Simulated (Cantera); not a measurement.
# Low-pressure radical oxidation in H2/O2

An isothermal, constant-pressure homogeneous reactor starts with H2 : O2 = 0.038 : 1 (molar parts), equivalence ratio 0.019, at 1423 K and 1.88 Torr.

Detailed kinetics in Cantera: GRI-Mech 3.0 (53 species, 325 reactions). Radical loss at walls, strong at low pressure, is not modelled. The temperature is held fixed by assumption; the heat of reaction is taken as removed at once.

```json
[
 {"t (s)": "0.000900", "x H2": "0.0366", "x O2": "0.963", "x H2O": "2.69e-7", "x H2O2": "2.36e-10", "x OH": "2.97e-7"},
 {"t (s)": "0.00228", "x H2": "0.0366", "x O2": "0.963", "x H2O": "7.03e-6", "x H2O2": "1.37e-9", "x OH": "4.91e-6"},
 {"t (s)": "0.00580", "x H2": "0.0303", "x O2": "0.958", "x H2O": "0.00444", "x H2O2": "3.82e-9", "x OH": "0.00267"},
 {"t (s)": "0.0147", "x H2": "0.000487", "x O2": "0.931", "x H2O": "0.0321", "x H2O2": "6.85e-9", "x OH": "0.00477"},
 {"t (s)": "0.0374", "x H2": "0.000471", "x O2": "0.931", "x H2O": "0.0322", "x H2O2": "6.76e-9", "x OH": "0.00472"},
 {"t (s)": "0.0949", "x H2": "0.000464", "x O2": "0.931", "x H2O": "0.0323", "x H2O2": "6.73e-9", "x OH": "0.00468"},
 {"t (s)": "0.241", "x H2": "0.000447", "x O2": "0.933", "x H2O": "0.0324", "x H2O2": "6.68e-9", "x OH": "0.00460"},
 {"t (s)": "0.611", "x H2": "0.000406", "x O2": "0.935", "x H2O": "0.0329", "x H2O2": "6.53e-9", "x OH": "0.00439"},
 {"t (s)": "1.55", "x H2": "0.000323", "x O2": "0.941", "x H2O": "0.0337", "x H2O2": "6.14e-9", "x OH": "0.00393"},
 {"t (s)": "3.94", "x H2": "0.000193", "x O2": "0.950", "x H2O": "0.0349", "x H2O2": "5.18e-9", "x OH": "0.00305"},
 {"t (s)": "10.0", "x H2": "7.47e-5", "x O2": "0.958", "x H2O": "0.0361", "x H2O2": "3.50e-9", "x OH": "0.00191"}
]
```
x: mole fraction; the columns are a selection and need not sum to one.

Equilibrium at this temperature and pressure: H2 4.88e-7, O2 0.963, H2O 0.0372, H2O2 2.37e-10, OH 0.000155 (gas phase only).
